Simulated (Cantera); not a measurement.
Charge: 1 mol MgO, 0.58 mol Br2, 0.85 mol H2, held at 900 K and 1500 Torr.

Equilibrium computed with Cantera from the NASA thermochemical tables; the gas is ideal and each condensed phase is pure. Candidate condensed phases: Br2, H2O, Mg, MgBr2, MgO, Mg(OH)2; 20 gas species. Kinetics and transport are ignored.

Base state: HBr 0.598, H2 0.223, H2O 0.179, MgBr2 0.000112 (mole fractions); condensed: MgBr2(s) + MgO(s).

### Question
What changes in the equilibrium state with this change: temperature from 900 K to 1475 K?

### Answer
```
species          before    after
-------------  --------  -------
HBr               0.598    0.599
H2                0.223    0.189
H2O               0.179    0.105
MgBr2          0.000112    0.105
Br              4.53e-7  0.00140
Br2             1.71e-7  5.72e-5
MgBr2(s), mol     0.217        0
MgO(s), mol       0.783    0.850
```

### Question
What changes in the equilibrium state with this change: pressure from 1500 Torr to 750 Torr?

### Answer
```csv
species,before,after
HBr,0.598,0.675
H2,0.223,0.210
H2O,0.179,0.114
MgBr2,0.000112,0.000225
"MgBr2(s), mol",0.217,0.146
"MgO(s), mol",0.783,0.853
```
